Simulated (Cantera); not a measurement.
Ignition delay

Mixture: C₃H₈ : O₂ : N₂ : CO₂ = 1 : 4.17 : 18.3 : 0.49 (molar parts), at 1.00 bar, adiabatic and at constant pressure. Ignition delay is the time to a rise of 400 K.

Computed with Cantera and GRI-Mech 3.0 (53 species, 325 reactions). GRI-Mech 3.0 was tuned for natural gas; its chemistry of propane as a main component is partial and can be far from experiment.

```json
[
 {"T0 (K)": "1225", "delay (ms)": "4.32"},
 {"T0 (K)": "1325", "delay (ms)": "0.758"},
 {"T0 (K)": "1425", "delay (ms)": "0.196"},
 {"T0 (K)": "1525", "delay (ms)": "0.0715"},
 {"T0 (K)": "1625", "delay (ms)": "0.0339"},
 {"T0 (K)": "1725", "delay (ms)": "0.0194"},
 {"T0 (K)": "1825", "delay (ms)": "0.0127"}
]
```

The apparent activation energy between 1625 and 1825 K is 120 kJ/mol.
